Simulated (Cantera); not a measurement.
**N2O furnace oxynitridation**

An isothermal, constant-pressure homogeneous reactor starts with N2O : H2O = 1 : 0.011 (molar parts), at 1250 K and 0.0760 bar.

Cantera simulation using GRI-Mech 3.0 (53 species, 325 reactions); the numbers are that mechanism's predictions, not measurements. GRI-Mech 3.0 was tuned for natural gas; its chemistry of N2O as a main component is partial and can be far from experiment. The mechanism lacks the step 2 NO + O2 → 2 NO2, which can matter for NO2 below about 1400 K. The temperature is held fixed by assumption; the heat of reaction is taken as removed at once.

```csv
t (s),x N2O,x H2O,x H2O2,x NO2,x O,x H2
6.00e-5,0.989,0.0109,<1e-12,<1e-12,2.39e-6,<1e-12
0.000160,0.989,0.0109,<1e-12,1.02e-12,3.65e-6,<1e-12
0.000429,0.989,0.0109,1.90e-12,3.84e-11,3.99e-6,1.02e-11
0.00115,0.989,0.0109,6.12e-11,2.03e-9,4.00e-6,1.68e-10
0.00307,0.989,0.0109,2.43e-9,9.03e-8,3.99e-6,1.93e-9
0.00820,0.988,0.0109,3.37e-8,2.29e-6,3.98e-6,1.14e-8
0.0219,0.985,0.0109,3.90e-8,2.10e-5,3.96e-6,3.44e-8
0.0587,0.978,0.0108,1.72e-8,8.80e-5,3.91e-6,5.25e-8
0.157,0.961,0.0108,7.01e-9,0.000225,3.80e-6,3.86e-8
0.420,0.917,0.0106,2.73e-9,0.000353,3.70e-6,2.53e-8
1.12,0.811,0.0102,1.44e-9,0.000380,3.63e-6,2.19e-8
3.00,0.597,0.00944,1.12e-9,0.000308,3.56e-6,2.26e-8
```
x: mole fraction; the columns are a selection and need not sum to one.

Equilibrium at this temperature and pressure: N2O 5.61e-9, H2O 0.00728, H2O2 4.25e-11, NO2 1.51e-6, O 1.45e-7, H2 1.59e-9 (gas phase only).
